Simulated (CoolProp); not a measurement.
Computed with CoolProp (reference Helmholtz-energy equation of state, Thol 2014).

Task: For diethyl ether, give the phase and the density (kg/m³), cp (kJ/(kg K)), cv (kJ/(kg K)), expansivity (1/kK) at 206.95 °C and 0.31 MPa; 206.95 °C and 1.86 MPa.

Result: 
- 206.95 °C and 0.31 MPa: gas; density 5.91, cp 2.21, cv 2.09, expansivity 2.29
- 206.95 °C and 1.86 MPa: gas; density 42.1, cp 2.44, cv 2.15, expansivity 4.12
